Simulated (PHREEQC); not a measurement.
A solution holds 29 mmol/kgw MgCl2, 2.6 mmol/kgw NaHCO3 and 0.66 mmol/kgw KCl, at 20 °C. Closed to the air; pH follows from the charge balance.

Computed with PHREEQC (ion-association model, phreeqc.dat).

Each row changes one thing in this solution. This is a speciation only: nothing precipitates in the calculation.

```
case                                    pH  ionic strength (mol/kgw)  MgOH+ (mol/kgw)  SI of Sylvite (KCl)
------------------------------------  ----  ------------------------  ---------------  -------------------
as made                               7.81                    0.0895          2.20e-6                -5.51
NaHCO3 from 0.0026 to 0.0052 mol/kgw   ___                    0.0914          2.20e-6                -5.51
NaHCO3 left out                       6.72                    0.0877          1.82e-7                -5.51
0.0068 mol/kgw Na2SO4 added            ___                    0.0978          2.02e-6                -5.52
temperature from 20 to 85 °C          7.31                    0.0891          9.11e-5                -5.81
diluted 10-fold with water            8.05                   0.00901          5.61e-7                  ___
MgCl2 from 0.029 to 0.0145 mol/kgw    7.91                    0.0463          1.56e-6                -5.76
diluted 100-fold with water           7.91                  0.000902              ___                -9.32
```

Problem. Some entries are withheld; supply them.

Solution. 
- NaHCO3 from 0.0026 to 0.0052 mol/kgw, pH: 7.82
- 0.0068 mol/kgw Na2SO4 added, pH: 7.83
- diluted 10-fold with water, SI of Sylvite (KCl): -7.37
- diluted 100-fold with water, MgOH+ (mol/kgw): 4.87e-8

Constants without temperature data keep their 25 °C values here.
